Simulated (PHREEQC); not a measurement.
Solution (20 °C): 0.83 mol/kgw KOH. Closed to the air; pH follows from the charge balance.

Model: ion-association model, phreeqc.dat, run in PHREEQC.

No solid was allowed to form.

**Question.** Estimate the pH, activity of water.

**Answer.** pH 13.87; activity of water 0.972.

The ionic strength is past about 0.7 mol/kgw, beyond the range of this activity model, so the values are rough.
